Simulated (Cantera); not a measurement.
An adiabatic, constant-pressure homogeneous reactor starts with 2.46 % CH₄, 0.369 % C₂H₆, 0.0836 % C₃H₈, 18.9 % O₂, 71.3 % N₂, 6.88 % H₂O, equivalence ratio 0.35, at 1698 K and 345 Torr.

Computed with Cantera and GRI-Mech 3.0 (53 species, 325 reactions).

Q: Predict: time of steepest temperature rise; temperature at 4.00 s; equilibrium temperature; x(O) at 4.00 s; x(H₂O) at 4.00 s; x(O₂) at 4.00 s.

A: 
| Quantity | Result |
|---|---|
| time of steepest temperature rise | 72.4 µs |
| temperature at 4.00 s | 2287 K |
| equilibrium temperature | 2287 K |
| x(O) at 4.00 s | 0.00232 (gas-phase equilibrium 0.00232) |
| x(H₂O) at 4.00 s | 0.126 (gas-phase equilibrium 0.126) |
| x(O₂) at 4.00 s | 0.115 (gas-phase equilibrium 0.115) |
